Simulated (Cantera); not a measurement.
A perfectly stirred reactor is fed with 41.7 % CH4, 58.3 % CO2, at 15.8 atm; it is held at 1848 K, and followed from long to short residence time.

Model: GRI-Mech 3.0 (53 species, 325 reactions), integrated in Cantera. The pressure lies above the range GRI-Mech 3.0 was tuned for (to about 10 atm).

One state of this run: x CH4 = 0.0437; x CO2 = 0.106; x H2O = 0.184; x CH3 = 0.000243; x C2H6 = 5.96e-5; x HO2 = <1e-12; x CH2O = 6.23e-6. x: mole fraction; the columns are a selection and need not sum to one.

Which value of τ (s) does it belong to?
(A) 0.014
(B) 0.27
(C) 0.73
(D) 0.0020

A, 0.014
